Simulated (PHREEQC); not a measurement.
Dissolve 0.0027 mol/kgw Cu(BF4)2, 0.0054 mol/kgw NaHF2 and 0.0002 mol/kgw NaBr at 25 °C. Closed to the air; pH follows from the charge balance.

Equilibrium calculation in PHREEQC: ion-association model, wateq4f.dat.

- pH = 3.18
- ionic strength = 0.0141 mol/kgw
- total alkalinity = -21.6 meq/kg

| species | molality | activity | log γ |
|---|---|---|---|
| F- | 0.00593 | 0.00525 | -0.053 |
| Na+ | 0.00558 | 0.00496 | -0.051 |
| HF | 0.00522 | 0.00524 | 0.001 |
| BF4- | 0.00487 | 0.00429 | -0.055 |
| Cu+2 | 0.00253 | 0.00161 | -0.196 |
| H+ | 0.000738 | 0.000666 | -0.045 |
| BF3OH- | 0.000342 | 0.000301 | -0.055 |
| Br- | 0.000200 | 0.000178 | -0.052 |
| CuF+ | 0.000173 | 0.000154 | -0.052 |
| HF2- | 0.000119 | 0.000106 | -0.053 |
| H3BO3 | 0.000100 | 0.000101 | 0.001 |
| BF2(OH)2- | 8.92e-5 | 7.86e-5 | -0.055 |

This is a speciation only: nothing precipitates in the calculation. Real BF4- forms and hydrolyses slowly; the run takes it at equilibrium.
